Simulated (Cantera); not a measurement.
A freely propagating, adiabatic, planar premixed flame of CH₄ : C₂H₆ : O₂ : N₂ : H₂O = 1 : 0.29 : 3.01 : 11.3 : 4.4 (molar parts), equivalence ratio 1.0, unburnt at 475 K and 100.0 Torr; multicomponent+Soret transport, grid criteria slope 0.08 and curve 0.16, no radiation.

Detailed kinetics in Cantera: GRI-Mech 3.0 (53 species, 325 reactions). Burning velocities carry a grid error of a few per cent, more on coarse grids.

x: mole fraction of selected species; z is measured from the peak of heat release.

```tsv
z (mm)	T (K)	u (m/s)	x CH₄	x C₂H₆	x O₂	x NO	x HO₂	x HCO
-10.6	475	0.637	0.0500	0.0145	0.150	<1e-8	4.44e-8	<1e-8
-7.10	476	0.640	0.0498	0.0145	0.150	<1e-8	5.71e-7	<1e-8
-5.32	481	0.647	0.0495	0.0145	0.150	<1e-8	2.97e-6	<1e-8
-3.55	[?]	0.703	0.0476	0.0143	0.148	[?]	[?]	<1e-8
-1.77	819	1.12	0.0367	0.0114	0.126	3.61e-7	8.05e-5	1.35e-7
-0.887	1157	1.60	0.0228	0.00550	0.0931	9.33e-7	8.35e-5	4.86e-6
0	1482	2.08	0.00616	0.000330	0.0521	1.97e-6	5.48e-5	2.93e-5
0.887	1606	2.25	0.000410	5.92e-7	0.0287	3.31e-6	6.52e-6	7.15e-6
1.77	1637	2.28	1.25e-5	<1e-8	0.0214	4.09e-6	2.59e-6	2.96e-7
3.55	1672	2.32	2.00e-8	<1e-8	0.0177	4.74e-6	2.02e-6	1.03e-8
7.10	1715	2.37	<1e-8	<1e-8	0.0155	5.31e-6	1.65e-6	<1e-8
14.2	1768	2.44	<1e-8	<1e-8	0.0133	6.06e-6	1.25e-6	<1e-8
28.4	1824	2.50	<1e-8	<1e-8	[?]	[?]	[?]	<1e-8
```

Question: What belongs in the gaps?

Answer: 
- -3.55, T (K): 521
- -3.55, x NO: 2.13e-8
- -3.55, x HO₂: 2.53e-5
- 28.4, x O₂: 0.0108
- 28.4, x NO: 7.13e-6
- 28.4, x HO₂: 8.71e-7
